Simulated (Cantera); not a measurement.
**Pyrogenic steam for wet oxidation**

A perfectly stirred reactor is fed with H₂ : O₂ : N₂ = 1.5 : 1 : 1 (molar parts), equivalence ratio 0.75, at 0.130 bar; it is held at 1173 K, and followed from long to short residence time.

Detailed kinetics in Cantera: GRI-Mech 3.0 (53 species, 325 reactions). The temperature is held fixed by assumption; the heat of reaction is taken as removed at once.

| τ (s) | x H₂ | x O₂ | x H₂O | x OH | x O | x N₂O |
|---|---|---|---|---|---|---|
| 0.60 | 0.00103 | 0.0911 | 0.544 | 0.000630 | 0.000137 | 6.57e-8 |
| 0.15 | 0.00252 | 0.0916 | 0.541 | 0.00102 | 0.000355 | 4.53e-8 |
| 0.039 | 0.00586 | 0.0929 | 0.535 | 0.00163 | 0.000874 | 3.05e-8 |
| 0.0099 | 0.0133 | 0.0960 | 0.522 | 0.00264 | 0.00211 | 1.98e-8 |
| 0.0025 | 0.0287 | 0.103 | 0.490 | 0.00417 | 0.00489 | 1.26e-8 |
| 0.00064 | 0.0566 | 0.118 | 0.423 | 0.00620 | 0.0103 | 7.93e-9 |
| 0.00016 | 0.104 | 0.144 | 0.312 | 0.00817 | 0.0179 | 4.49e-9 |
x: mole fraction; the columns are a selection and need not sum to one.
